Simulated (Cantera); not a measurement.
Charge: 1 mol HMDSO, 14 mol H₂O, 11 mol N₂, equilibrated at 1425 K and 30.0 Pa.

Method: chemical equilibrium by Gibbs-energy minimisation in Cantera with the NASA 1993 tables (ideal gas, pure condensed phases). Candidate condensed phases: C, C₆H₆, C₇H₈, C₈H₁₈, H₂O, Si, SiC, SiO₂, Si₂N₂O, Si₃N₄; 151 gas species. The feed counts by its element totals alone. The tables hold silica as quartz up to 1696 K and as liquid above; real silica turns to tridymite and cristobalite and melts near 1996 K. The numbers say what is thermodynamically allowed, not how fast it happens.

What is the equilibrium state?


| Item | Value |
|---|---|
| x(H₂) | 0.464 |
| x(N₂) | 0.275 |
| x(CO) | 0.136 |
| x(H₂O) | 0.111 |
| x(CO₂) | 0.0142 |
| x(H) | 0.000268 |
| x(SiO) | 2.43e-6 |
| x(OH) | 1.40e-6 |
| n(SiO₂(β-quartz)) | 2.00 mol |
| gas amount | 40.01 mol |
| log10 activity of C(graphite) (absent) | -6.29 |
| log10 activity of Si(s) (absent) | -10.45 |
